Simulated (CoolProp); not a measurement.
Vapour-liquid equilibrium of R142b (1) + R113 (2) at 0.711 MPa; x and y are mole fractions of (1).

Computed with CoolProp (multi-fluid Helmholtz-energy mixture model, Lemmon 2006 and Marx 1992; pair parameters Bell 2016).

Q: Give the bubble temperature and the first vapour's composition at x = 0.35, 0.425, 0.5. Is there an azeotrope?

A: x = 0.35: 82.3 °C, y = 0.696; x = 0.425: 77.0 °C, y = 0.758; x = 0.5: 72.5 °C, y = 0.807. No azeotrope shows between x = 0.05 and 0.95.

Pair parameters are fitted to limited data, so mixtures are less certain than the pure fluids.
